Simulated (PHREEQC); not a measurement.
A PHREEQC input (ion-association model, phreeqc.dat):

```
SOLUTION 1
  temp 25
  units mg/kgw
  pH 6.62
  pe 1.9
  Na 1.88
  K 0.0387 charge
  Ca 1.73
  Mg 0.325
  Cl 0.537
  S(6) 0.718 as SO4
  Alkalinity 9.77 as HCO3
  Br 0.00172
END
USE solution 1
EQUILIBRIUM_PHASES 1
  Gypsum 0 0
  CO2(g) -2.5 10
END
```

It stops with these messages:

```
WARNING: Maximum iterations exceeded, 100
WARNING: Maximum iterations exceeded, 100
WARNING: The program has failed to converge to a numerical solution.
ERROR:           Alkalinity has not converged. Total: 1.601138e-04	Calculated: 1.647218e-04	Residual: -4.608002e-06
ERROR: Is non-carbonate alkalinity greater than total alkalinity?
ERROR: Model failed to converge for initial solution  1.
```

Question: Find the cause and the fix.

Answer: The fault: charge balance asked on the minor ion K. The line should read `K 0.0387` where the input has `K 0.0387 charge`. With the mend the run ends at pH 6.52 and ionic strength 0.000257 mol/kgw.
